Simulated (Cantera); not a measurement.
# Thermodynamics of carbothermic reduction, feed TiO2 + C + H2

Charge: 1 mol TiO2, 2.9 mol C, 15 mol H2, held at 0.0150 bar.

Equilibrium computed with Cantera from the NASA thermochemical tables; the gas is ideal and each condensed phase is pure. Candidate condensed phases: C, C6H6, C7H8, C8H18, H2O, Ti, TiC, TiO, TiO2, Ti2O3, Ti3O5, Ti4O7; 113 gas species. Mutual solubility and eutectic melting of coexisting phases are not modelled. TiC: taken at fixed stoichiometry. Condensed phases not in the tables: Magnéli phases beyond Ti4O7. Rates play no part.

At 1050 K the condensed part is C(graphite) + Ti4O7(s). At 1100 K the condensed part is C(graphite) + Ti3O5(s). From 1150 K to 1200 K the condensed part is C(graphite) + TiC(s) + Ti3O5(s). From 1250 K to 1350 K the condensed part is TiC(s) + Ti2O3(s).

```csv
T (K),x H2,x CO,x CH4,x H2O,x H,n C(graphite),n Ti4O7(s),n Ti3O5(s),n TiC(s),n Ti2O3(s)
1050,0.983,0.0164,0.000829,4.38e-5,6.56e-8,2.64,0.250,0,0,0
1100,0.978,0.0217,0.000515,2.85e-5,2.09e-7,2.56,0,0.333,0,0
1150,0.969,0.0303,0.000330,2.07e-5,6.00e-7,2.34,0,0.306,0.0818,0
1200,0.905,0.0948,0.000194,3.34e-5,1.53e-6,0.583,0,0.0857,0.743,0
1250,0.885,0.114,7.65e-5,3.87e-5,3.71e-6,0,0,0,0.960,0.0201
1300,0.885,0.114,3.07e-5,4.18e-5,8.50e-6,0,0,0,0.960,0.0200
1350,0.885,0.114,1.32e-5,4.48e-5,1.83e-5,0,0,0,0.960,0.0199
```
x: gas mole fraction; n: condensed amount in mol.
